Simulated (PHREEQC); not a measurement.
# Buffer (model solution)

Solution (75 °C): 1.2 mmol/kgw NaHSO4, 0.097 mmol/kgw Na2HPO4 and 0.87 mmol/kgw NaCl. Closed to the air; pH follows from the charge balance.

All values are PHREEQC results (ion-association model, phreeqc.dat), not measurements.

Precipitation was switched off in this run.

**Question.** What pH, specific conductance does the model give?

**Answer.** pH 3.09; specific conductance 1440 µS/cm.

**Question.** In which forms is S present?

**Answer.** SO4-2 81 %, HSO4- 18 %, NaSO4- 0.9 % of the S.

Away from 25 °C the constants follow the database's enthalpies or fits; those with neither stay at their 25 °C values.
